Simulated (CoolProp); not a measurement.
Values from CoolProp's reference Helmholtz-energy equation of state, Zhou 2016.

Problem. For R245ca, give the phase and the density (kg/m³), cv (kJ/(kg K)), Joule-Thomson coefficient (K/MPa), isothermal compressibility (1/MPa) at 357.5 K and 0.236 MPa.

Solution. 
- 357.5 K and 0.236 MPa: gas; density 11.2, cv 0.962, Joule-Thomson coefficient 16.1, isothermal compressibility 4.46
